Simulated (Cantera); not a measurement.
A perfectly stirred reactor is fed with H₂ : O₂ : N₂ = 1 : 0.82 : 9.02 (molar parts), equivalence ratio 0.61, at 54000 Pa; it is adiabatic with a 400 K inlet, and is followed from long to short residence time, starting on the burning branch (τ in s: 0.26, 0.11, 0.048, 0.021, 0.0088, 0.0038, 0.0016, 0.00069, 0.0003, 0.00013, 5.5e-05, 2.3e-05, 1e-05).

Cantera simulation using the H2/O2 subset of GRI-Mech 3.0, which has no nitrogen chemistry; the numbers are that mechanism's predictions, not measurements.

Problem. Predict: blow-out, bracketed by the residence times tried; x(H₂) at τ = 0.260 s; x(O₂) at τ = 0.260 s; x(H₂O) at τ = 0.260 s; x(H₂O₂) at τ = 0.260 s; x(OH) at τ = 0.260 s; x(H₂) at τ = 1.60 ms; x(O₂) at τ = 1.60 ms.

Solution. 
- blow-out, bracketed by the residence times tried = burning at 3.80 ms, out at 1.60 ms
- x(H₂) at τ = 0.260 s = 0.000397
- x(O₂) at τ = 0.260 s = 0.0311
- x(H₂O) at τ = 0.260 s = 0.0962
- x(H₂O₂) at τ = 0.260 s = 7.80e-7
- x(OH) at τ = 0.260 s = 0.000108
- x(H₂) at τ = 1.60 ms = 0.0923
- x(O₂) at τ = 1.60 ms = 0.0756
